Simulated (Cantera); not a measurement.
A jet of H₂ : O₂ : N₂ = 0.023 : 0.075 : 0.79 (molar parts) at 300 K and 0.138 atm hits a platinum plate 2.3 cm away at a mass flux of 0.12 kg/m²/s; the plate temperature is set and raised in steps from an oxygen-covered start.

Model: Deutschmann's 1995 Pt surface mechanism with GRI-Mech 3.0 gas chemistry, integrated in Cantera. Catalytic surfaces can have several steady states; this one follows from the mechanism file's or the stated starting coverage.

One state of this run: wall x H₂ = 0.00235; wall x O₂ = 0.0595; wall x H₂O = 0.0448; wall x OH = <1e-8; θ free Pt = 0.0913; θ O* = 0.905; θ OH* = 0.00327. x: mole fraction at the wall; θ: surface coverage.

Which value of plate T (K) does it belong to?
(A) 600
(B) 800
(C) 650
(D) 750

D, 750
